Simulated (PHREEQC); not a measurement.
Dissolve 0.014 mol/kgw CdCl2 and 4e-05 mol/kgw NaHCO3 at 5 °C. Closed to the air; pH follows from the charge balance.

All values are PHREEQC results (ion-association model, wateq4f.dat), not measurements.

The ionic strength comes out as 0.0273 mol/kgw. What activity coefficients do HCO3-, Cd+2, Na+, CdCl+, CdCl3- get?

HCO3- 0.86, Cd+2 0.54, Na+ 0.86, CdCl+ 0.86, CdCl3- 0.86.

Precipitation was switched off in this run. The solution is supersaturated, for example in Otavite, so a real one may precipitate; this is no full list. Complexes and solids missing from the database can't appear. Away from 25 °C the constants follow the database's enthalpies or fits; those with neither stay at their 25 °C values.
